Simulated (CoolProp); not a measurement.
The fluid at 293.15 K and 1.17 MPa is throttled through a valve to 0.298 MPa with no heat exchange. The same conditions are run with several fluids, on thermodynamics alone (safety and materials aside).

Values from CoolProp's reference Helmholtz-energy equation of state of each fluid (1,2-dichloroethane: Thol 2015; R114: Platzer 1990; chloromethane (R40): Thol 2014; R142b: Lemmon 2006; tetradecamethylhexasiloxane (MD4M): Thol 2019). The equations of Platzer and Polt are older, rougher fits.

```
fluid                               temperature change (K)                       final phase  final density (kg/m³)
----------------------------------  ----------------------  --------------------------------  ---------------------
1,2-dichloroethane                                    +0.4                            liquid             (withheld)
R114                                                  +0.2                            liquid             (withheld)
chloromethane (R40)                             (withheld)  two-phase, vapour fraction 0.065             (withheld)
R142b                                                 +0.2                            liquid             (withheld)
tetradecamethylhexasiloxane (MD4M)                    +0.4                            liquid             (withheld)
```

Task: What belongs in the gaps?

Result: 
- 1,2-dichloroethane, final density (kg/m³): 1250
- R114, final density (kg/m³): 1470
- chloromethane (R40), temperature change (K): -16.0
- chloromethane (R40), final density (kg/m³): 97.5
- R142b, final density (kg/m³): 1120
- tetradecamethylhexasiloxane (MD4M), final density (kg/m³): 891
